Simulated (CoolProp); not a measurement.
Saturation properties of neopentane.

The numbers come from the reference Helmholtz-energy equation of state, Lemmon 2006 in CoolProp. It is a short technical equation, of lower accuracy than the large ones.

| T (K) | p (kPa) | liquid density (kg/m³) | liquid cp (kJ/(kg K)) |
|---|---|---|---|
| 288.6 | 124.9 | 594.8 | ? |
| 296.1 | 160.5 | 586.7 | 2.297 |
| 303.6 | 203.4 | ? | 2.342 |
| 311.1 | 254.4 | 569.7 | 2.389 |
| 318.6 | 314.5 | 560.9 | 2.438 |
| 326.1 | 384.7 | 551.7 | 2.488 |
| 333.5 | 464.7 | ? | 2.541 |
| 341 | 557.8 | 532.5 | 2.597 |
| 348.5 | 664.0 | 522.2 | 2.657 |
| 356 | 784.3 | ? | ? |
| 363.5 | 919.9 | 500.1 | 2.794 |
| 371 | 1072 | 488.0 | 2.874 |

**Question.** What belongs in the gaps?

**Answer.** 
- 288.6, liquid cp (kJ/(kg K)): 2.253
- 303.6, liquid density (kg/m³): 578.3
- 333.5, liquid density (kg/m³): 542.4
- 356, liquid density (kg/m³): 511.5
- 356, liquid cp (kJ/(kg K)): 2.722

It boils at 282.7 K under 1 atm.
